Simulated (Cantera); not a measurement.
Transport properties of process gases

Gas mixture: 89.4 % CO2, 10.6 % NO, at 0.0553 atm, frozen composition.

Cantera's kinetic-theory transport with the Lennard-Jones parameters of GRI-Mech 3.0, ideal gas; thermal conductivity in the multicomponent form. The composition is frozen, though it would react at the higher temperatures.

```tsv
T (K)	ρ (kg/m³)	cp (J/kg/K)	μ (µPa s)	λ (mW/m/K)	Pr	D (cm²/s) CH3	D (cm²/s) H2	D (cm²/s) O
400	0.0716	942.5	20.0	26.0	0.727	5.46	20.1	7.86
550	0.0521	1045	26.2	37.6	0.730	9.67	34.6	13.7
700	0.0409	1122	31.7	48.7	0.731	14.7	51.9	20.7
850	0.0337	1181	36.6	59.2	0.731	20.6	71.8	28.8
1000	0.0286	1227	41.2	69.2	0.730	27.2	94.2	37.9
1150	0.0249	1261	45.4	78.5	0.730	34.4	119	47.9
1300	0.0220	1288	49.5	87.4	0.729	42.3	146	58.8
1450	0.0198	1310	53.3	95.8	0.729	50.9	175	70.5
```
D: mixture-averaged diffusion coefficient of that species in the mixture.
